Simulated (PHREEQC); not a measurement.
A PHREEQC speciation (ion-association model, phreeqc.dat) at 50 °C gives pH 6.37 and these molalities:

```json
[
 {"species": "MgSO4", "mol/kgw": "0.208"},
 {"species": "Mg+2", "mol/kgw": "0.0921"},
 {"species": "SO4-2", "mol/kgw": "0.0921"}
]
```

Question: What are the element totals, and what could have been dissolved in 1 kg of water to give them?

Answer: This is not unique; one that fits is totals Mg 0.300, S(6) 0.300 mol/kgw, from 0.3 mol/kgw MgSO4.

Precipitation was switched off in this run. Complexes and solids missing from the database can't appear. At this temperature some constants are extrapolated from 25 °C, and those without enthalpy data are left unchanged.
